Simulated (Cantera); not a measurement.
Charge: 1 mol Si, 1.7 mol Cl2, 7.1 mol H2, equilibrated at 0.160 bar.

Cantera equilibrium calculation (NASA polynomials, part measured and part estimated; ideal gas, pure solids and liquids). Candidate condensed phases: Si; 19 gas species. The numbers say what is thermodynamically allowed, not how fast it happens.

Task: What share of the Si ends up in condensed phases as a function of T (K), at 775, 850, 925, 1000, 1075, 1150, 1225, 1300, 1375, 1450?

Result: 
```
T (K)  Si condensed (%)     as
-----  ----------------  -----
775                 8.4  Si(s)
850                 9.0  Si(s)
925                10.1  Si(s)
1000               11.7  Si(s)
1075               13.7  Si(s)
1150               15.7  Si(s)
1225               16.8  Si(s)
1300               15.6  Si(s)
1375               12.1  Si(s)
1450                7.5  Si(s)
```
